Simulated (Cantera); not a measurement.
Input (Python, Cantera) and output of one run.

```python
import numpy as np
import cantera as ct

gas_names = """
    H HNO HNO2 HNO3 HO2 H2 H2O H2O2 N NH NH2 NH3 NH2OH NO NO2 NO3 N2 N2H2 N2H4 N2O O OH O2 O3 Si SiH
    SiH2 SiH3 SiH4 SiN SiO SiO2 Si2 Si2N Si3
""".split()
cond_names = """
    H2O(s) H2O(L) Si(cr) Si(L) SiO2(Lqz) SiO2(hqz) SiO2(L) Si2N2O(s) Si3N4(a)
""".split()


# ... load() reads the species with a 1 bar reference pressure and builds the phases ...
atoms = {
    'SiH4': {'Si': 1, 'H': 4},
    'NO': {'N': 1, 'O': 1},
    'H2': {'H': 2},
}
top_T = {'Si2N2O(s)': 2100, 'Si3N4(a)': 2400}  # K; cautious upper limits of use, not melting points


# ... equilibrate(T, P, feed) seeds the gas with the atoms and calls Mixture.equilibrate('TP', solver="vcs", rtol=1e-11, max_steps=5000) ...
results = []
feed = {'SiH4': 1, 'NO': 2.8, 'H2': 29}  # mol
T = 1325  # K
P = 1000  # Pa
mix = equilibrate(T, P, feed)
results.append((T, P, feed, dict(zip(mix.species_names, mix.species_moles))))
print(gas.report(threshold=1e-06))
for i in range(1, mix.n_phases):
    print(f"{mix.phase(i).name:16s} {mix.phase_moles(i):12.5e} mol")
```

Output:

```
       temperature   1325 K
          pressure   1000 Pa
           density   0.00032082 kg/m^3
  mean mol. weight   3.5344 kg/kmol
   phase of matter   gas

                          1 kg             1 kmol
                     ---------------   ---------------
          enthalpy        7.0923e+06        2.5067e+07  J
   internal energy        3.9753e+06         1.405e+07  J
           entropy             62270        2.2009e+05  J/K
    Gibbs function       -7.5415e+07       -2.6655e+08  J
 heat capacity c_p            9077.8             32084  J/K
 heat capacity c_v            6725.3             23770  J/K

                      mass frac. Y      mole frac. X     chem. pot. / RT
                     ---------------   ---------------   ---------------
                 H        4.5028e-06        1.5788e-05           -11.462
                H2           0.53166           0.93208           -22.924
               H2O           0.12585          0.024691           -56.074
                N2           0.34248          0.043209           -33.386
     [  +31 minor]        1.2997e-06        2.3704e-07

Si(cr)            0.00000e+00 mol
SiO2(hqz)         9.99999e-01 mol
Si2N2O(s)         0.00000e+00 mol
Si3N4(a)          0.00000e+00 mol
```

Method: chemical equilibrium by Gibbs-energy minimisation in Cantera with the NASA 1993 tables (ideal gas, pure condensed phases). The tables hold silica as quartz up to 1696 K and as liquid above; real silica turns to tridymite and cristobalite and melts near 1996 K.
